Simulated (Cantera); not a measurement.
Mixture: 3.51 % CH4, 1.30 % CO, 12.4 % O2, 82.8 % N2, equivalence ratio 0.62, at 17.8 atm, adiabatic and at constant pressure. Ignition delay is the time to a rise of 400 K.

Cantera simulation using GRI-Mech 3.0 (53 species, 325 reactions); the numbers are that mechanism's predictions, not measurements. The pressure lies above the range GRI-Mech 3.0 was tuned for (to about 10 atm).

Predict: delay at 1275 K; delay at 1425 K; delay at 1575 K; delay at 1725 K; delay at 1875 K; apparent activation energy between 1800 and 1950 K.


```json
{
 "delay at 1275 K": "1.75 ms",
 "delay at 1425 K": "0.340 ms",
 "delay at 1575 K": "83.4 µs",
 "delay at 1725 K": "24.8 µs",
 "delay at 1875 K": "9.01 µs",
 "apparent activation energy between 1800 and 1950 K": "180 kJ/mol"
}
```
